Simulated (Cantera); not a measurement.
Charge: 1 mol FeS, 340 mol H2, equilibrated at 22.0 mbar.

These are equilibrium values from Cantera (NASA tables, ideal gas, pure condensed phases), not measurements of a reactor. Candidate condensed phases: Fe, FeS, FeS2, S; 8 gas species. Mutual solubility and eutectic melting of coexisting phases are not modelled. FeS: taken at fixed stoichiometry. The numbers say what is thermodynamically allowed, not how fast it happens.

Q: Which condensed phases are stable at each of these points (T (°C)): 552, 627, 702, 777, 852, 927, 1002?

A: 
```json
[
 {"T (°C)": "552", "condensed phases": "Fe(α) + FeS(s)", "Fe condensed (%)": "100.0"},
 {"T (°C)": "627", "condensed phases": "Fe(α) + FeS(s)", "Fe condensed (%)": "100.0"},
 {"T (°C)": "702", "condensed phases": "Fe(α) + FeS(s)", "Fe condensed (%)": "100.0"},
 {"T (°C)": "777", "condensed phases": "Fe(α) + FeS(s)", "Fe condensed (%)": "100.0"},
 {"T (°C)": "852", "condensed phases": "Fe(α) + FeS(s)", "Fe condensed (%)": "100.0"},
 {"T (°C)": "927", "condensed phases": "Fe(γ)", "Fe condensed (%)": "100.0"},
 {"T (°C)": "1002", "condensed phases": "Fe(γ)", "Fe condensed (%)": "100.0"}
]
```

From 552 °C to 852 °C the condensed part is Fe(α) + FeS(s). From 927 °C to 1002 °C the condensed part is Fe(γ).
